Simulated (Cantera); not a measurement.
A perfectly stirred reactor is fed with 0.921 % H2, 99.1 % O2, at 0.0133 bar; it is held at 1375 K, and followed from long to short residence time.

Model: the H2/O2 subset of GRI-Mech 3.0, which has no nitrogen chemistry, integrated in Cantera. Radical loss at walls, strong at low pressure, is not modelled.

x: mole fraction; the columns are a selection and need not sum to one.

| τ (s) | x H2 | x O2 | x H | x HO2 | x OH | x O |
|---|---|---|---|---|---|---|
| 0.86 | 2.89e-5 | 0.987 | 7.28e-5 | ? | 0.000780 | 0.00344 |
| 0.45 | 4.10e-5 | 0.986 | 0.000109 | ? | 0.000892 | 0.00448 |
| 0.23 | 5.95e-5 | 0.985 | 0.000151 | ? | 0.00100 | 0.00553 |
| 0.12 | 8.79e-5 | 0.984 | 0.000191 | 3.87e-7 | 0.00109 | 0.00638 |
| 0.063 | 0.000136 | 0.983 | 0.000227 | 4.17e-7 | 0.00118 | 0.00696 |
| 0.032 | 0.000227 | 0.983 | 0.000260 | 4.50e-7 | 0.00129 | 0.00726 |
| 0.017 | 0.000380 | 0.983 | 0.000291 | 4.85e-7 | 0.00142 | 0.00728 |
| 0.0087 | 0.000673 | 0.983 | 0.000325 | ? | 0.00160 | 0.00702 |
| 0.0045 | 0.00119 | 0.983 | 0.000352 | ? | 0.00180 | 0.00647 |

**Question.** Fill in the missing entries.

**Answer.** 
- 0.86, x HO2: 2.70e-7
- 0.45, x HO2: 3.13e-7
- 0.23, x HO2: 3.54e-7
- 0.0087, x HO2: 5.31e-7
- 0.0045, x HO2: 5.78e-7
